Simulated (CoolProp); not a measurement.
Vapour-liquid equilibrium of CH2F2 (R32) (1) + R143a (2) at -18.35 °C; x and y are mole fractions of (1).

The numbers come from the multi-fluid Helmholtz-energy mixture model, Tillner-Roth 1997 and Lemmon and Jacobsen 2000; pair parameters Bell 2016 in CoolProp.

```tsv
x	bubble pressure, mixture model (MPa)	bubble pressure, Raoult's law (MPa)	y, mixture model	y, Raoult's law
0.05	0.3469	0.3397	0.078	0.064
0.125	0.3632	0.3470	0.182	0.155
0.2	0.3778	0.3542	0.273	0.244
0.275	0.3905	0.3615	0.354	0.328
0.35	0.4016	0.3687	0.428	0.410
0.425	0.4111	0.3760	0.496	0.488
0.5	0.4190	0.3833	0.560	0.563
0.575	0.4255	0.3905	0.621	0.636
0.65	0.4306	0.3978	0.682	0.705
0.725	0.4341	0.4050	0.742	0.773
0.8	0.4361	0.4123	0.805	0.838
0.875	0.4362	0.4195	0.872	0.900
0.95	0.4343	0.4268	0.946	0.961
```

The largest gap from Raoult's law is +9.3 % in bubble pressure, at x = 0.5. y crosses x between x = 0.8 and 0.875: the model has an azeotrope there.

Pair parameters are fitted to limited data, so mixtures are less certain than the pure fluids.
